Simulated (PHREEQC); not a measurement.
Reverse-osmosis permeate: speciation

Model water analysis in mg/L, 25 °C, pH 5.66, pe 2:

```csv
constituent,mg/L
Na,1.97
K,3.5
Ca,0.416
Mg,0.604
Cl,2.47
S(6) as SO4,0.774
Alkalinity as HCO3,9.65
Li,0.00124
B,0.0219
Mn(2),0.138
```

Cl is adjusted to close the charge balance.
Valence states are taken as typed.

Model: ion-association model, phreeqc.dat, run in PHREEQC.

The ionic strength is 0.000298 mol/kgw.

```json
[
 {"species": "CO2", "molality": "0.000773", "activity": "0.000773", "log γ": "0.000"},
 {"species": "HCO3-", "molality": "0.000160", "activity": "0.000157", "log γ": "-0.009"},
 {"species": "K+", "molality": "8.95e-5", "activity": "8.77e-5", "log γ": "-0.009"},
 {"species": "Na+", "molality": "8.57e-5", "activity": "8.40e-5", "log γ": "-0.009"},
 {"species": "Cl-", "molality": "7.66e-5", "activity": "7.51e-5", "log γ": "-0.009"},
 {"species": "Mg+2", "molality": "2.48e-5", "activity": "2.29e-5", "log γ": "-0.034"},
 {"species": "Ca+2", "molality": "1.03e-5", "activity": "9.56e-6", "log γ": "-0.034"}
]
```

No solid was allowed to form.
